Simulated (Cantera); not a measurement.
Input (Python, Cantera):

```python
import numpy as np
import cantera as ct

gas = ct.Solution("gri30.yaml")
gas.TPX = 825, 13332, {'H2': 1, 'O2': 1, 'N2': 1.3}
reactor = ct.IdealGasConstPressureReactor(gas, energy="off", clone=False)
net = ct.ReactorNet([reactor])
net.rtol, net.atol = 1e-08, 1e-18
show = ['H2', 'O2', 'H2O', 'N2O', 'OH', 'NO', 'O']
times = np.geomspace(0.0003, 90, 12)

steps = ct.SolutionArray(gas, extra=["t"])
rows = []
print(f"{'t/s':>10s}{'T/K':>9s}{'P/Pa':>11s}" + "".join(f"{s:>11s}" for s in show))
for t in times:
    while net.time < t:
        t_next = net.step()
        steps.append(gas.state, t=t_next)
    rows.append([np.interp(t, steps.t, y) for y in (steps.T, steps.P, *steps(*show).X.T)])
    print(f"{t:10.3e}{rows[-1][0]:9.1f}{rows[-1][1]:11.4g}" + "".join(f"{x:11.3e}" for x in rows[-1][2:]))
rate = np.gradient(steps.T, steps.t)
print("integrator steps:", len(steps.t))
if steps.T.max() > steps.T[0] + 200:
    print(f"time of steepest temperature rise: {steps.t[rate.argmax()]:.4e} s")
gas.TPX = 825, 13332, {'H2': 1, 'O2': 1, 'N2': 1.3}
gas.equilibrate("TP")
print(f"equilibrium (TP): T = {gas.T:.1f} K  " + "  ".join(f"{s} {gas[s].X[0]:.3e}" for s in show))
```

Result:

```
       t/s      T/K       P/Pa         H2         O2        H2O        N2O         OH         NO          O
 3.000e-04    825.0  1.333e+04  3.030e-01  3.030e-01  1.164e-11  4.099e-20  2.259e-13  2.991e-27  1.139e-12
 9.442e-04    825.0  1.333e+04  3.030e-01  3.030e-01  2.239e-10  8.274e-19  1.809e-12  4.273e-25  9.337e-12
 2.971e-03    825.0  1.333e+04  3.030e-01  3.030e-01  3.777e-08  1.411e-16  2.210e-10  7.910e-21  1.144e-09
 9.352e-03    825.0  1.333e+04  1.587e-01  2.437e-01  1.697e-01  3.617e-10  5.179e-05  1.675e-08  7.857e-05
 2.943e-02    825.0  1.333e+04  1.525e-01  2.412e-01  1.773e-01  3.866e-10  7.153e-10  7.274e-10  1.879e-09
 9.262e-02    825.0  1.333e+04  1.525e-01  2.412e-01  1.773e-01  3.867e-10  4.977e-10  4.973e-10  1.370e-09
 2.915e-01    825.0  1.333e+04  1.525e-01  2.412e-01  1.773e-01  3.870e-10  5.226e-10  6.634e-10  1.430e-09
 9.174e-01    825.0  1.333e+04  1.524e-01  2.411e-01  1.774e-01  3.879e-10  6.735e-10  7.432e-10  1.804e-09
 2.887e+00    825.0  1.333e+04  1.520e-01  2.409e-01  1.779e-01  3.920e-10  1.373e-09  1.013e-09  3.436e-09
 9.087e+00    825.0  1.333e+04  1.477e-01  2.389e-01  1.825e-01  4.224e-10  5.327e-09  1.748e-09  1.085e-08
 2.860e+01    825.0  1.333e+04  1.202e-01  2.275e-01  2.148e-01  6.006e-10  8.505e-09  1.844e-09  1.436e-08
 9.000e+01    825.0  1.333e+04  5.331e-02  2.002e-01  2.938e-01  1.232e-09  1.124e-08  1.400e-09  1.494e-08
integrator steps: 1535
equilibrium (TP): T = 825.0 K  H2 3.712e-13  O2 1.786e-01  H2O 3.571e-01  N2O 6.244e-11  OH 5.503e-09  NO 2.163e-06  O 2.930e-13
```

Cantera simulation using GRI-Mech 3.0 (53 species, 325 reactions); the numbers are that mechanism's predictions, not measurements. Radical loss at walls, strong at low pressure, is not modelled. Below about 950 K walls govern HO2 and H2O2 in real vessels. The temperature is held fixed by assumption; the heat of reaction is taken as removed at once.
